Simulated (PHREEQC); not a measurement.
Synthetic water in mmol/kgw, 25 °C, pH 3.83, pe 12.8:

```tsv
constituent	mmol/kgw
Na	3.31
K	4.35
Ca	0.707
Mg	0.178
Cl	0.699
S(6)	4.55
Mn(2)	0.187
Fe(3)	0.0256
Ni	0.0314
Br	0.0219
Cu(2)	0.00219
Zn	0.156
```

Cl is adjusted to close the charge balance.
Valence states are taken as typed.

Model: ion-association model, wateq4f.dat, run in PHREEQC.

Each row changes one thing in this solution. This is a speciation only: nothing precipitates in the calculation.

```
case                                               ionic strength (mol/kgw)  Zn+2 (mol/kgw)  KSO4- (mol/kgw)  MgSO4 (mol/kgw)  ZnSO4 (mol/kgw)  MnSO4 (mol/kgw)  SI of Jarosite-Na (NaFe3(SO4)2(OH)6)  SI of Gypsum (CaSO4:2H2O)
-------------------------------------------------  ------------------------  --------------  ---------------  ---------------  ---------------  ---------------  ------------------------------------  -------------------------
as made                                                              0.0147        0.000112          7.55e-5          4.84e-5          4.20e-5          4.12e-5                                 -0.25                      -1.49
temperature from 25 to 10 °C at the same typed pH                    0.0149      (withheld)          5.89e-5          3.64e-5       (withheld)          3.32e-5                                 -0.30                      -1.45
Zn from 0.156 to 0.468 mmol/kgw                                      0.0153        0.000340          7.35e-5          4.72e-5         0.000123          4.00e-5                                 -0.27                      -1.50
Br from 0.0219 to 0.0438 mmol/kgw                                    0.0147        0.000112          7.55e-5          4.84e-5          4.20e-5          4.12e-5                                 -0.25                      -1.49
```

Task: Fill in the missing entries.

Result: 
- temperature from 25 to 10 °C at the same typed pH, Zn+2 (mol/kgw): 0.000115
- temperature from 25 to 10 °C at the same typed pH, ZnSO4 (mol/kgw): 3.93e-5

Some of these states are supersaturated (in Jarosite-K, Hematite (slow to form), for instance). Constants without temperature data keep their 25 °C values here.
